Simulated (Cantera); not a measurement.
Charge: 1 mol B, 17 mol N2, equilibrated at 78.0 Pa.

Cantera equilibrium calculation (NASA polynomials, part measured and part estimated; ideal gas, pure solids and liquids). Candidate condensed phases: B, BN; 5 gas species. N2 is the only nitrogen source here; it is nearly inert below about 1500 K, so the nitride shown seldom forms there in practice. Kinetics and transport are ignored.

log p: log10 of the partial pressure in bar; n: condensed amount in mol.

| T (°C) | log p N2 | log p B | log p BN | log p N | log p B2 | n BN(s) | n B(s) |
|---|---|---|---|---|---|---|---|
| 702 | -3.11 | <-15 | <-15 | <-15 | <-15 | 1.00 | 0 |
| 802 | -3.11 | <-15 | <-15 | <-15 | <-15 | 1.00 | 0 |
| 902 | -3.11 | <-15 | <-15 | <-15 | <-15 | 1.00 | 0 |
| 1002 | -3.11 | <-15 | <-15 | <-15 | <-15 | 1.00 | 0 |
| 1102 | -3.11 | <-15 | <-15 | <-15 | <-15 | 1.00 | 0 |
| 1202 | -3.11 | -14.77 | <-15 | -15.05 | <-15 | 1.00 | 0 |
| 1302 | -3.11 | -12.95 | -13.86 | -13.98 | <-15 | 1.00 | 0 |
| 1402 | -3.11 | -11.36 | -12.43 | -13.03 | <-15 | 1.00 | 0 |
| 1502 | -3.11 | (withheld) | (withheld) | (withheld) | <-15 | 1.000 | 0 |
| 1602 | -3.11 | (withheld) | (withheld) | (withheld) | -14.97 | 1.000 | 0 |
| 1702 | -3.11 | -7.55 | -9.04 | -10.76 | -13.12 | 0.999 | 0 |
| 1802 | -3.11 | -6.53 | -8.13 | -10.15 | -11.45 | 0.994 | 0 |
| 1902 | -3.11 | -5.71 | -7.41 | -9.59 | -10.16 | 0 | 0.957 |
| 2002 | -3.11 | -5.13 | -6.92 | -9.08 | -9.31 | 0 | 0.835 |

Question: Fill in the missing entries.

Answer: 
- 1602, log p B: -8.68
- 1602, log p BN: -10.05
- 1602, log p N: -11.43
- 1502, log p B: -9.94
- 1502, log p BN: -11.17
- 1502, log p N: -12.19
